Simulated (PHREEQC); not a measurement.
A PHREEQC speciation (ion-association model, phreeqc.dat) at 90 °C gives pH 3.86 and these molalities:

| species | mol/kgw |
|---|---|
| Cu+2 | 0.0349 |
| SO4-2 | 0.0347 |
| CuSO4 | 0.0317 |
| HSO4- | 0.000999 |
| Cu2(OH)2+2 | 0.000196 |
| H+ | 0.000174 |
| CuOH+ | 1.12e-6 |

### Question
What are the element totals, and what could have been dissolved in 1 kg of water to give them?

### Answer
One answer among several that fit: totals Cu(2) 0.0670, S(6) 0.0674 mol/kgw, from 67 mmol/kgw CuSO4 and 0.39 mmol/kgw H2SO4.

This is a speciation only: nothing precipitates in the calculation. Constants without temperature data keep their 25 °C values here.
